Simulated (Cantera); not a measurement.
Equilibrium for fluorocarbon and chlorocarbon gases: c-C4F8 + Si

A closed system holds: 1 mol c-C4F8, 0.17 mol Si, held at 0.133 bar.

Method: chemical equilibrium by Gibbs-energy minimisation in Cantera with the NASA 1993 tables (ideal gas, pure condensed phases). Candidate condensed phases: C, Si, SiC; 23 gas species. The feed counts by its element totals alone. The tables' values for SiF3, C2F4 are old estimates; treat these amounts as uncertain. Condensed phases not in the tables: fluorocarbon polymer. Gases not in the tables: C2F6 and larger saturated fluorocarbons. The numbers say what is thermodynamically allowed, not how fast it happens.

| T (K) | log p CF4 | log p CF2 | log p F | log p SiF4 | log p CF | log p CF3 | log p SiF3 | log p C3 | n C(graphite) |
|---|---|---|---|---|---|---|---|---|---|
| 823 | -0.91 | <-12 | <-12 | -1.95 | <-12 | -11.72 | <-12 | <-12 | 2.17 |
| 973 | -0.91 | -10.13 | -11.90 | -1.95 | <-12 | -9.49 | <-12 | <-12 | 2.17 |
| 1123 | -0.91 | -8.11 | -9.63 | -1.95 | <-12 | -7.85 | -12.25 | <-12 | 2.17 |
| 1273 | -0.91 | -6.57 | -7.90 | -1.95 | -12.73 | -6.60 | -10.64 | <-12 | 2.17 |
| 1423 | -0.91 | -5.35 | -6.53 | -1.95 | -10.63 | -5.62 | -9.37 | <-12 | 2.17 |
| 1573 | -0.91 | -4.38 | -5.42 | -1.95 | -8.93 | -4.82 | -8.35 | <-12 | 2.17 |
| 1723 | -0.91 | -3.57 | -4.51 | -1.95 | -7.53 | -4.17 | -7.50 | <-12 | 2.17 |
| 1873 | -0.92 | -2.90 | -3.74 | -1.95 | -6.36 | -3.63 | -6.80 | -12.01 | 2.16 |
| 2023 | -0.93 | -2.34 | -3.09 | -1.96 | -5.37 | -3.17 | -6.20 | -10.31 | 2.14 |
| 2173 | -0.98 | -1.87 | -2.53 | -1.98 | -4.53 | -2.81 | -5.69 | -8.86 | 2.07 |
| 2323 | -1.09 | -1.50 | -2.07 | -2.03 | -3.81 | -2.54 | -5.27 | -7.59 | 1.91 |
| 2473 | -1.34 | -1.26 | -1.70 | -2.12 | -3.22 | -2.42 | -4.90 | -6.49 | 1.63 |
| 2623 | -1.80 | -1.16 | -1.43 | -2.24 | -2.76 | -2.50 | -4.56 | -5.51 | 1.37 |
| 2773 | -2.46 | -1.20 | -1.25 | -2.33 | -2.41 | -2.76 | -4.17 | -4.65 | 1.42 |
log p: log10 of the partial pressure in bar; n: condensed amount in mol.

From 823 K to 2773 K the condensed part is C(graphite). The main Si-bearing gas is SiF4 throughout.
